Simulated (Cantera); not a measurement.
An adiabatic, constant-volume homogeneous reactor starts with 30.0 % CO, 3.60 % H2, 14.0 % O2, 52.4 % N2, equivalence ratio 1.2, at 1575 K and 160000 Pa.

Detailed kinetics in Cantera: GRI-Mech 3.0 (53 species, 325 reactions).

Problem. Predict: time of steepest temperature rise; temperature at 0.400 s; equilibrium temperature; x(CO) at 0.400 s; x(H2) at 0.400 s; x(O2) at 0.400 s; x(N2O) at 0.400 s; x(H2O2) at 0.400 s; x(NO) at 0.400 s; x(NO2) at 0.400 s.

Solution. 
```json
{
  "time_of_steepest_temperature_rise": "18.8 µs",
  "temperature at 0.400 s": "2979 K",
  "equilibrium_temperature": "2979 K",
  "x(CO) at 0.400 s": "0.161 (gas-phase equilibrium 0.161)",
  "x(H2) at 0.400 s": "0.00351 (gas-phase equilibrium 0.00351)",
  "x(O2) at 0.400 s": "0.0359 (gas-phase equilibrium 0.0359)",
  "x(N2O) at 0.400 s": "1.30e-6 (gas-phase equilibrium 1.30e-6)",
  "x(H2O2) at 0.400 s": "1.40e-7 (gas-phase equilibrium 1.40e-7)",
  "x(NO) at 0.400 s": "0.0163 (gas-phase equilibrium 0.0163)",
  "x(NO2) at 0.400 s": "6.59e-6 (gas-phase equilibrium 6.59e-6)"
}
```
